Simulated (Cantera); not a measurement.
A closed system holds: 1 mol Na2CO3, 0.1 mol O2, 0.086 mol H2O, at 0.710 bar.

These are equilibrium values from Cantera (NASA tables, ideal gas, pure condensed phases), not measurements of a reactor. Candidate condensed phases: C, C6H6, C7H8, C8H18, H2O, Na, NaOH, NaO2, Na2CO3, Na2O, Na2O2; 117 gas species. Kinetics and transport are ignored.

### Question
At 1450 °C, list the 7 most abundant gas species with their mole fractions, and the condensed phases.

### Answer
O2 0.417, H2O 0.250, NaOH 0.214, CO2 0.111, Na 0.00529, OH 0.000867, NaO 0.000580. Condensed: Na2CO3(l).
